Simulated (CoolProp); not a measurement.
Model: reference Helmholtz-energy equation of state, Penoncello 2003, in CoolProp.

For CHF3 (R23), give the phase and the speed of sound (m/s), Joule-Thomson coefficient (K/MPa), expansivity (1/kK), viscosity (µPa s) at 126.3 K and 189 kPa; 201.4 K and 189 kPa.


- 126.3 K and 189 kPa: liquid; speed of sound 1190, Joule-Thomson coefficient -0.373, expansivity 1.98, viscosity 1470
- 201.4 K and 189 kPa: liquid; speed of sound 767, Joule-Thomson coefficient -0.243, expansivity 2.83, viscosity 260

Viscosity comes from a separate model (Shan 2000).
